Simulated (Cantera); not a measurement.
Input: 1 mol SiH2Cl2, 11 mol N2, 25 mol H2, at 1498 K.

Method: chemical equilibrium by Gibbs-energy minimisation in Cantera with the NASA 1993 tables (ideal gas, pure condensed phases). Candidate condensed phases: NH4Cl, Si, Si3N4; 28 gas species. N2 is the only nitrogen source here; it is nearly inert below about 1500 K, so the nitride shown seldom forms there in practice. Rates play no part.

Which condensed phases are stable at each of these points (P (Pa)): 5, 17, 59, 210, 710, 2400, 8400, 29000, 100000?


| P (Pa) | condensed phases | Si condensed (%) |
|---|---|---|
| 5 | Si(s) | 72.1 |
| 17 | Si3N4(s) | 73.1 |
| 59 | Si3N4(s) | 84.4 |
| 210 | Si3N4(s) | 92.0 |
| 710 | Si3N4(s) | 96.1 |
| 2400 | Si3N4(s) | 98.2 |
| 8400 | Si3N4(s) | 99.2 |
| 29000 | Si3N4(s) | 99.6 |
| 100000 | Si3N4(s) | 99.8 |

At 5.00e-5 bar the condensed part is Si(s). From 0.000170 bar to 1.00 bar the condensed part is Si3N4(s).
